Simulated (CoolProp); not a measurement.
Vapour-liquid equilibrium of n-hexane (1) + o-xylene (2) at 105.65 °C; x and y are mole fractions of (1).

Computed with CoolProp (multi-fluid Helmholtz-energy mixture model, Thol 2019 and Zhou 2012; pair parameters Bell 2016).

```
x     bubble pressure (bar)  y at the bubble point  dew pressure at overall composition x (bar)  liquid density (mol/L)
----  ---------------------  ---------------------  -------------------------------------------  ----------------------
0.05                 0.4702                  0.345                                       0.3364                   7.553
0.15                 0.7556                  0.628                                       0.3724                   7.478
0.25                  1.025                  0.752                                       0.4169                   7.399
0.35                  1.280                  0.822                                       0.4734                   7.316
0.45                  1.524                  0.869                                       0.5473                   7.230
0.55                  1.760                  0.904                                       0.6482                   7.139
0.65                  1.993                  0.930                                       0.7936                   7.044
0.75                  2.226                  0.953                                        1.020                   6.944
0.85                  2.463                  0.973                                        1.414                   6.839
0.95                  2.711                  0.991                                        2.193                   6.728
```

No azeotrope shows between x = 0.05 and 0.95.

Pair parameters are fitted to limited data, so mixtures are less certain than the pure fluids.
